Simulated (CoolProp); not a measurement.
Propylene along the isotherm 321 K: fugacity coefficient from the reference equation and from simpler models built on Tc = 364.2 K, pc = 45.55 bar, ω = 0.146; each cubic takes its own stable root.

Values from CoolProp's reference Helmholtz-energy equation of state, Lemmon 2013.

```tsv
p (bar)	phase	reference	van der Waals	Redlich-Kwong	Peng-Robinson
0.216	gas	0.9976	0.9981	0.9977	0.9974
0.365	gas	0.9959	0.9968	0.9961	0.9956
0.615	gas	0.9931	0.9946	0.9934	0.9927
1.04	gas	0.9884	0.9908	0.9889	0.9876
1.75	gas	0.9805	0.9846	0.9813	0.9792
2.96	gas	___	0.9740	0.9684	___
4.99	gas	0.9446	0.9561	0.9469	0.9411
8.42	gas	0.9068	0.9260	0.9108	___
14.2	gas	0.8430	0.8752	0.8502	0.8351
24	liquid	0.6488	___	0.6990	0.6428
40.5	liquid	0.4064	0.5426	0.4416	0.4025
68.3	liquid	0.2640	___	___	___
```

Problem. What belongs in the gaps?

Solution. 
- 2.96, reference: 0.9671
- 2.96, Peng-Robinson: 0.9649
- 8.42, Peng-Robinson: 0.9013
- 24, van der Waals: 0.7871
- 68.3, van der Waals: 0.3697
- 68.3, Redlich-Kwong: 0.2903
- 68.3, Peng-Robinson: 0.2610

At some of these states van der Waals gives the other phase, because its saturation line lies elsewhere.
